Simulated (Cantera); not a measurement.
## Stirred combustor or abatement burner

A perfectly stirred reactor is fed with CH4 : H2 : O2 : N2 : H2O = 1 : 0.041 : 2.97 : 11.2 : 0.32 (molar parts), at 1.01 bar; it is adiabatic with a 823 K inlet, and is followed from long to short residence time, starting on the burning branch (τ in s: 0.025, 0.011, 0.005, 0.0022, 0.00099, 0.00044, 0.0002, 8.8e-05, 3.9e-05).

Computed with Cantera and GRI-Mech 3.0 (53 species, 325 reactions).

```
τ (s)    T (K)     x CH4      x H2    x O2    x HCO    x C2H2
-------  -----  --------  --------  ------  -------  --------
0.025     2151   8.04e-6  0.000836  0.0607  5.79e-8  4.30e-10
0.011     2139   1.51e-5   0.00114  0.0610  1.34e-7   1.10e-9
0.0050    2118   2.65e-5   0.00164  0.0615  2.99e-7   2.22e-9
0.0022    2085   4.67e-5   0.00245  0.0622  6.85e-7   4.12e-9
0.00099   2041   8.30e-5   0.00352  0.0634  1.52e-6   7.60e-9
0.00044   1984  0.000156   0.00483  0.0651  3.36e-6   1.58e-8
0.00020   1917  0.000314   0.00618  0.0678  7.20e-6   3.98e-8
8.8e-5    1836  0.000751   0.00757  0.0729  1.61e-5   1.52e-7
3.9e-5    1704   0.00327    0.0102  0.0883  3.81e-5   2.38e-6
```
x: mole fraction; the columns are a selection and need not sum to one.
